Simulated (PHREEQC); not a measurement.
A solution holds 0.0097 mol FeCl3, 0.0018 mol NiCl2, 6.2e-05 mol NaF and 0.14 mol Na2SO4 per kg of water, at 44 °C. Closed to the air; pH follows from the charge balance.

The numbers come from PHREEQC with the ion-association model, wateq4f.dat.

Precipitation was switched off in this run.

Question: What pH, activity of water, ionic strength does the model give?

Answer: pH 3.28; activity of water 0.993; ionic strength 0.363 mol/kgw.

Question: In which forms is Ni present?

Answer: NiSO4 55 %, Ni+2 44 %, NiCl+ 0.9 % of the Ni.

The solution is supersaturated, for example in Jarosite-Na, Hematite (slow to form), so a real one may precipitate; this is no full list. Complexes and solids missing from the database can't appear. Away from 25 °C the constants follow the database's enthalpies or fits; those with neither stay at their 25 °C values. Fluoro complexes past AlF4- and FeF3 are missing from the database.
